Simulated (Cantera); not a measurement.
Feed: 1 mol Si, 2.2 mol H₂O, a varied amount of N₂, held at 1950 °C and 0.0150 bar.

Equilibrium computed with Cantera from the NASA thermochemical tables; the gas is ideal and each condensed phase is pure. Candidate condensed phases: H₂O, Si, SiO₂, Si₂N₂O, Si₃N₄; 35 gas species. The tables hold silica as quartz up to 1696 K and as liquid above; real silica turns to tridymite and cristobalite and melts near 1996 K. The numbers say what is thermodynamically allowed, not how fast it happens.

### Question
Which condensed phases are stable at each of these points (n(N₂) (mol)): 4.7, 8.7, 16, 29, 53, 97, 180, 330?

### Answer
```
n(N₂) (mol)  condensed phases  Si condensed (%)
-----------  ----------------  ----------------
4.7                   SiO₂(l)              12.4
8.7                  gas only               0.0
16                   gas only               0.0
29                   gas only               0.0
53                   gas only               0.0
97                   gas only               0.0
180                  gas only               0.0
330                  gas only               0.0
```

At 4.7 mol N₂ the condensed part is SiO₂(l). From 8.7 mol N₂ to 330 mol N₂ nothing is condensed.
